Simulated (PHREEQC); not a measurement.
Nickel, zinc or cadmium bath: an equilibrium model

Consider water at 30 °C with 37 mmol/kgw ZnCl2 and 46 mmol/kgw HCl. Closed to the air; pH follows from the charge balance.

Model: ion-association model, phreeqc.dat, run in PHREEQC.

No solid was allowed to form.

Predict the pH.

pH 1.43.

In which forms is Zn present?

Zn+2 88 %, ZnCl+ 11 %, ZnCl2 0.7 % of the Zn.
